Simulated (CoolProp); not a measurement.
A simple Rankine cycle with R1336mzz(E): condensing at 322.15 K, boiler at 1.4 MPa, turbine inlet 375.2 K, turbine efficiency 0.75, pump efficiency 0.6, no recuperator. Each further row changes one setting.

Model: reference Helmholtz-energy equation of state, Akasaka 2023, in CoolProp.

| case | thermal efficiency (%) | net work (kJ/kg) | heat in (kJ/kg) | turbine exit temperature (K) | volume ratio over the turbine |
|---|---|---|---|---|---|
| as stated | 7.4 | 11.9 | 161 | 342.9 | 3.92 |
| turbine inlet 395.2 K | 7.3 | 13.4 | 183 | 365.2 | 3.69 |
| condensing temperature 314.15 K | 8.5 | 14.6 | 171 | 338.1 | 5.03 |
| boiler pressure 0.98 MPa | 5.5 | 9.39 | 170 | 355.2 | 2.49 |
| turbine efficiency 0.65 | 6.3 | 10.1 | 161 | 344.8 | 3.95 |
